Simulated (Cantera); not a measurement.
Input (Python, Cantera) and output of one run.

```python
import numpy as np
import cantera as ct

gas_names = """
    AL ALH ALN ALO ALOH ALO2 ALO2H AL2 AL2O AL2O2 H HALO HNO HNO2 HNO3 HO2 H2 H2O H2O2 N NH NH2 NH3
    NH2OH NO NO2 NO3 N2 N2H2 N2H4 N2O O OH O2 O3
""".split()
cond_names = """
    AL(cr) AL(L) ALN(s) AL2O3(a) AL2O3(L) H2O(s) H2O(L)
""".split()


# ... load() reads the species with a 1 bar reference pressure and builds the phases ...
atoms = {
    'Al': {'AL': 1},
    'N2O': {'N': 2, 'O': 1},
    'H2': {'H': 2},
}
top_T = {'ALN(s)': 2750}  # K; cautious upper limits of use, not melting points


# ... equilibrate(T, P, feed) seeds the gas with the atoms and calls Mixture.equilibrate('TP', solver="vcs", rtol=1e-11, max_steps=5000) ...
results = []
feed = {'Al': 1, 'N2O': 17, 'H2': 2.1}  # mol
P = 830  # Pa
for T in [750, 850, 950, 1050, 1150, 1250, 1350, 1450, 1550, 1650, 1750, 1850, 1950, 2050]:
    mix = equilibrate(T, P, feed)
    results.append((T, P, feed, dict(zip(mix.species_names, mix.species_moles))))
    x = sorted(zip(gas.X, gas.species_names), reverse=True)
    print(f"T = {T:g} K  P = {P:g} Pa  gas = {mix.phase_moles(0):.4g} mol")
    print("   x: " + "  ".join(f"{s} {v:.3e}" for v, s in x if v > 0.001))
    print("   condensed (mol): " + ("  ".join(f"{mix.phase(i).name} {mix.phase_moles(i):.4g}"
          for i in range(1, mix.n_phases) if mix.phase_moles(i) > 1e-12) or "none"))
```

Output:

```
T = 750 K  P = 830 Pa  gas = 25.8 mol
   x: N2 6.589e-01  O2 2.597e-01  H2O 8.140e-02
   condensed (mol): AL2O3(a) 0.5
T = 850 K  P = 830 Pa  gas = 25.8 mol
   x: N2 6.589e-01  O2 2.597e-01  H2O 8.140e-02
   condensed (mol): AL2O3(a) 0.5
T = 950 K  P = 830 Pa  gas = 25.8 mol
   x: N2 6.589e-01  O2 2.597e-01  H2O 8.140e-02
   condensed (mol): AL2O3(a) 0.5
T = 1050 K  P = 830 Pa  gas = 25.8 mol
   x: N2 6.589e-01  O2 2.597e-01  H2O 8.139e-02
   condensed (mol): AL2O3(a) 0.5
T = 1150 K  P = 830 Pa  gas = 25.8 mol
   x: N2 6.588e-01  O2 2.596e-01  H2O 8.139e-02
   condensed (mol): AL2O3(a) 0.5
T = 1250 K  P = 830 Pa  gas = 25.8 mol
   x: N2 6.588e-01  O2 2.595e-01  H2O 8.139e-02
   condensed (mol): AL2O3(a) 0.5
T = 1350 K  P = 830 Pa  gas = 25.8 mol
   x: N2 6.586e-01  O2 2.594e-01  H2O 8.136e-02
   condensed (mol): AL2O3(a) 0.5
T = 1450 K  P = 830 Pa  gas = 25.8 mol
   x: N2 6.584e-01  O2 2.592e-01  H2O 8.131e-02
   condensed (mol): AL2O3(a) 0.5
T = 1550 K  P = 830 Pa  gas = 25.8 mol
   x: N2 6.580e-01  O2 2.588e-01  H2O 8.119e-02  NO 1.573e-03
   condensed (mol): AL2O3(a) 0.5
T = 1650 K  P = 830 Pa  gas = 25.81 mol
   x: N2 6.575e-01  O2 2.581e-01  H2O 8.095e-02  NO 2.414e-03
   condensed (mol): AL2O3(a) 0.5
T = 1750 K  P = 830 Pa  gas = 25.82 mol
   x: N2 6.567e-01  O2 2.572e-01  H2O 8.048e-02  NO 3.526e-03  OH 1.580e-03
   condensed (mol): AL2O3(a) 0.5
T = 1850 K  P = 830 Pa  gas = 25.84 mol
   x: N2 6.555e-01  O2 2.557e-01  H2O 7.966e-02  NO 4.935e-03  OH 2.875e-03  O 1.070e-03
   condensed (mol): AL2O3(a) 0.5
T = 1950 K  P = 830 Pa  gas = 25.87 mol
   x: N2 6.537e-01  O2 2.534e-01  H2O 7.827e-02  NO 6.655e-03  OH 4.892e-03  O 2.494e-03
   condensed (mol): AL2O3(a) 0.5
T = 2050 K  P = 830 Pa  gas = 25.94 mol
   x: N2 6.510e-01  O2 2.498e-01  H2O 7.600e-02  NO 8.683e-03  OH 7.839e-03  O 5.338e-03
   condensed (mol): AL2O3(a) 0.5
```

Equilibrium computed with Cantera from the NASA thermochemical tables; the gas is ideal and each condensed phase is pure.
